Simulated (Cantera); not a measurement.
Ignition delay

Mixture: 3.96 % CH4, 0.234 % CO, 20.1 % O2, 75.7 % N2, equivalence ratio 0.40, at 6.81 atm, adiabatic and at constant pressure. Ignition delay is the time to a rise of 400 K.

Cantera simulation using GRI-Mech 3.0 (53 species, 325 reactions); the numbers are that mechanism's predictions, not measurements.

```
T0 (K)  delay (ms)
------  ----------
1000           107
1075          29.2
1150          9.57
1225          3.55
1300          1.44
1375         0.633
1450         0.298
1525         0.150
1600        0.0805
```

* **apparent activation energy between 1450 and 1600 K**: 170 kJ/mol
